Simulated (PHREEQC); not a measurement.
Solution (25 °C): 0.29 mol/kgw CdCl2, 0.135 mol/kgw CaCl2, 3.7e-05 mol/kgw NaH2PO4 and 0.00018 mol/kgw Na2SO4. Closed to the air; pH follows from the charge balance.

Equilibrium calculation in PHREEQC: ion-association model, wateq4f.dat.

No solid was allowed to form.

### Question
Order these Cl species by the share of Cl that they hold, largest first: Cl-, CdCl2, CdCl+, CdCl3-.

### Answer
Cl- (49 %), CdCl2 (24 %), CdCl+ (17 %), CdCl3- (9.4 %)

### Question
Order these P species by the share of P that they hold, largest first: CaHPO4, CaH2PO4+, HPO4-2, H2PO4-.

### Answer
H2PO4- (50 %), CaH2PO4+ (43 %), CaHPO4 (5.3 %), HPO4-2 (1.6 %)

The pH is 5.19 and the ionic strength 0.594 mol/kgw. H3PO4, which wateq4f.dat lacks, is added to it with the constant of phreeqc.dat. The database has no phosphate complexes of Cd.
